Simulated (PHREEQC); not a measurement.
Consider water at 25 °C with 4.3 mmol/kgw KBr and 0.031 mmol/kgw MnCl2. Closed to the air; pH follows from the charge balance.

Model: ion-association model, phreeqc.dat, run in PHREEQC.

Precipitation was switched off in this run.

### Question
What pH, specific conductance does the model give?

### Answer
pH 6.98; specific conductance 617 µS/cm.
